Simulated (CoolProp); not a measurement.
The fluid at 298.15 K and 0.51 MPa is compressed adiabatically to 3.65 MPa with isentropic efficiency 0.6. The same conditions are run with several fluids, on thermodynamics alone (safety and materials aside).

Model: reference Helmholtz-energy equation of state of each fluid (CF4 (R14): Platzer 1990; methane: Setzmann 1991; nitrogen: Span 2000), in CoolProp. The equations of Platzer and Polt are older, rougher fits.

**Question.** Rank CF4 (R14), methane, nitrogen by work (kJ/kg), highest first.

**Answer.** methane (631), nitrogen (392), CF4 (R14) (103)

| fluid | final temperature (K) | final phase | final density (kg/m³) |
|---|---|---|---|
| CF4 (R14) | 435.9 | gas | 90.0 |
| methane | 541.5 | gas | 13.0 |
| nitrogen | 667.0 | supercritical | 18.2 |
